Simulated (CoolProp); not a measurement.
Vapour pressure (kPa) of n-perfluorohexane: the reference equation beside estimates from Tc = 174.9 °C, pc = 1742 kPa, ω = 0.497.

The numbers come from the reference Helmholtz-energy equation of state, Gao 2022 in CoolProp.

```csv
T (°C),reference,Lee-Kesler,Soave-Redlich-Kwong
-40.55,0.5661,0.5780,0.5851
-23.05,2.107,2.115,2.133
-5.55,6.332,6.313,6.341
11.95,16.06,16.00,16.02
29.45,35.61,35.53,35.52
47.05,71.08,71.13,71.12
64.55,129.4,129.8,130.1
82.05,219.4,220.5,221.9
99.55,351.1,353.2,357.1
117.15,536.8,540.4,548.9
134.65,788.2,794.2,808.1
```

Absolute difference from the reference over all 11 rows, mean and median: Lee-Kesler 0.6 and 0.4 %, Soave-Redlich-Kwong 1.2 and 1.1 %.
